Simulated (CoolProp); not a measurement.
A single-stage vapour-compression cycle with R245ca: evaporating at 313.15 K (dew point), condensing at 336.15 K (bubble point), superheat 8 K, subcooling 8 K, compressor efficiency 0.8, no pressure losses. Each further row changes one setting.

The numbers come from the reference Helmholtz-energy equation of state, Zhou 2016 in CoolProp.

```
case                              cooling COP  pressure ratio  discharge temperature (K)  refrigerating effect (kJ/kg)  volumetric capacity (kJ/m³)
--------------------------------  -----------  --------------  -------------------------  ----------------------------  ---------------------------
as stated                                10.5            2.07                      342.3                           182                         1670
evaporating temperature 318.15 K         14.0            1.75                      342.5                           186                         2010
condensing temperature 331.15 K          13.8            1.78                      337.9                           189                         1740
subcooling 13 K                          11.0            2.07                      342.3                           189                         1740
superheat 18 K                           10.7            2.07                      352.3                           192                         1700
compressor efficiency 0.7                9.22            2.07                      344.7                           182                         1670
```
